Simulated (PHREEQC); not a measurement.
A column of 0.5 m (40 cells, dispersivity 0.025 m, 3600 s a shift, diffusion coefficient 3e-10 m²/s) holds 0.0095 eq of the database's cation exchanger X per kg of pore water, first in equilibrium with 0.078 mol NaCl and 1e-05 mol HCl per kg of water. It is flushed with 0.00039 mol ZnCl2, 0.012 mol MgCl2 and 1e-05 mol HCl per kg of water, at 40 °C. Values are for the last cell. CO2 from the air is kept out. Precipitation was switched off in this run.

Equilibrium calculation in PHREEQC: ion-association model, phreeqc.dat.

```tsv
pore volumes	Mg in solution (mol/kgw)	Zn in solution (mol/kgw)	Na in solution (mol/kgw)	Cl in solution (mol/kgw)	NaX on the exchanger (mol/kgw)	ZnX2 on the exchanger (mol/kgw)
0	0	0	0.0780	0.0780	0.00950	0
0.2125	0	0	0.0780	0.0780	0.00950	0
0.3125	0	0	0.0780	0.0780	0.00950	0
0.4125	0	0	0.0779	0.0779	0.00950	0
0.6125	8.02e-13	0	0.0740	0.0740	0.00950	0
0.8125	3.92e-10	7.24e-13	0.0618	0.0619	0.00950	4.98e-12
0.9125	9.80e-9	2.69e-11	…	0.0544	0.00950	2.43e-10
1.012	…	3.63e-9	0.0473	0.0473	0.00949	4.35e-8
1.212	0.00336	6.15e-5	0.0296	0.0365	0.00199	8.45e-5
1.413	0.00799	0.000200	0.0138	0.0302	0.000652	0.000137
1.512	0.00931	0.000250	0.00927	0.0284	0.000410	0.000151
1.613	0.0102	0.000287	0.00614	0.0272	0.000261	0.000161
1.812	…	0.000336	0.00262	…	0.000107	0.000174
2.013	0.0117	0.000362	0.00108	0.0252	4.35e-5	0.000182
2.112	0.0118	0.000370	0.000691	0.0250	2.76e-5	0.000184
2.212	0.0119	0.000375	0.000439	0.0249	1.75e-5	0.000186
2.413	0.0119	0.000382	0.000175	0.0248	6.95e-6	0.000188
2.612	0.0120	0.000386	6.89e-5	0.0248	2.73e-6	0.000190
2.712	0.0120	0.000387	4.31e-5	0.0248	1.71e-6	0.000190
2.812	0.0120	0.000388	2.69e-5	0.0248	1.07e-6	0.000191
3.013	0.0120	0.000389	1.04e-5	0.0248	4.12e-7	0.000191
```

Question: What belongs in the gaps?

Answer: 
- 0.9125, Na in solution (mol/kgw): 0.0543
- 1.012, Mg in solution (mol/kgw): 7.20e-7
- 1.812, Mg in solution (mol/kgw): 0.0112
- 1.812, Cl in solution (mol/kgw): 0.0258

Complexes and solids missing from the database can't appear. Constants without temperature data keep their 25 °C values here.
